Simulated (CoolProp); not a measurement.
Properties of c-C4F8 (RC318) along the isobar 0.621 MPa.

Model: reference Helmholtz-energy equation of state, Platzer 1990, in CoolProp. This equation is an older, rougher fit.

```json
[
 {"T (K)": "339.3", "phase": "gas", "Z": "0.8672", "speed of sound (m/s)": "106.8", "isothermal compressibility (1/MPa)": "1.898"},
 {"T (K)": "352.7", "phase": "gas", "Z": "0.8864", "speed of sound (m/s)": "111.1", "isothermal compressibility (1/MPa)": "1.843"},
 {"T (K)": "366.1", "phase": "gas", "Z": "0.9018", "speed of sound (m/s)": "115.0", "isothermal compressibility (1/MPa)": "1.803"},
 {"T (K)": "379.5", "phase": "gas", "Z": "0.9145", "speed of sound (m/s)": "118.6", "isothermal compressibility (1/MPa)": "1.773"},
 {"T (K)": "392.9", "phase": "gas", "Z": "0.9251", "speed of sound (m/s)": "121.9", "isothermal compressibility (1/MPa)": "1.749"},
 {"T (K)": "406.3", "phase": "gas", "Z": "0.9341", "speed of sound (m/s)": "125.0", "isothermal compressibility (1/MPa)": "1.730"},
 {"T (K)": "419.6", "phase": "gas", "Z": "0.9417", "speed of sound (m/s)": "128.0", "isothermal compressibility (1/MPa)": "1.714"},
 {"T (K)": "433", "phase": "gas", "Z": "0.9483", "speed of sound (m/s)": "130.8", "isothermal compressibility (1/MPa)": "1.701"},
 {"T (K)": "446.4", "phase": "gas", "Z": "0.9541", "speed of sound (m/s)": "133.5", "isothermal compressibility (1/MPa)": "1.690"},
 {"T (K)": "459.8", "phase": "gas", "Z": "0.9591", "speed of sound (m/s)": "136.1", "isothermal compressibility (1/MPa)": "1.680"},
 {"T (K)": "473.2", "phase": "gas", "Z": "0.9635", "speed of sound (m/s)": "138.6", "isothermal compressibility (1/MPa)": "1.672"},
 {"T (K)": "486.6", "phase": "gas", "Z": "0.9674", "speed of sound (m/s)": "141.0", "isothermal compressibility (1/MPa)": "1.665"},
 {"T (K)": "500", "phase": "gas", "Z": "0.9709", "speed of sound (m/s)": "143.4", "isothermal compressibility (1/MPa)": "1.659"}
]
```
